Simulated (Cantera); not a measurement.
A closed system holds: 1 mol Si3N4, 18 mol H2, at 570 Torr.

These are equilibrium values from Cantera (NASA tables, ideal gas, pure condensed phases), not measurements of a reactor. Candidate condensed phases: Si, Si3N4; 18 gas species. Mutual solubility and eutectic melting of coexisting phases are not modelled. The tables' values for SiN are old estimates; treat these amounts as uncertain. Gases not in the tables: Si2H6 and higher silanes. Equilibrium is a limit: real reactors are often held back by kinetics, nucleation or transport.

log p: log10 of the partial pressure in bar; n: condensed amount in mol.

| T (K) | log p H2 | log p N2 | log p H | log p Si | log p SiH2 | n Si(l) | n Si3N4(s) |
|---|---|---|---|---|---|---|---|
| 1723 | -0.12 | -2.63 | -3.80 | -6.01 | -4.89 | 0.0840 | 0.972 |
| 1773 | -0.12 | -2.25 | -3.61 | -5.67 | -4.73 | 0.201 | 0.933 |
| 1823 | -0.13 | ___ | ___ | ___ | ___ | ___ | ___ |
| 1873 | -0.14 | -1.56 | -3.26 | -5.05 | -4.44 | 1.02 | 0.660 |
| 1923 | -0.15 | -1.24 | -3.10 | -4.77 | -4.33 | 2.20 | 0.264 |
| 1973 | -0.17 | -1.12 | -2.95 | -4.50 | -4.21 | 3.00 | 0 |
| 2023 | -0.17 | -1.12 | -2.80 | -4.24 | -4.08 | 3.00 | 0 |
| 2073 | -0.17 | -1.12 | -2.66 | -4.00 | -3.97 | 2.99 | 0 |
| 2123 | -0.17 | -1.12 | ___ | ___ | ___ | 2.99 | 0 |
| 2173 | -0.17 | -1.12 | -2.40 | -3.55 | -3.75 | 2.98 | 0 |

Problem. What belongs in the gaps?

Solution. 
- 1823, log p N2: -1.89
- 1823, log p H: -3.43
- 1823, log p Si: -5.35
- 1823, log p SiH2: -4.58
- 1823, n Si(l): 0.460
- 1823, n Si3N4(s): 0.846
- 2123, log p H: -2.53
- 2123, log p Si: -3.77
- 2123, log p SiH2: -3.85
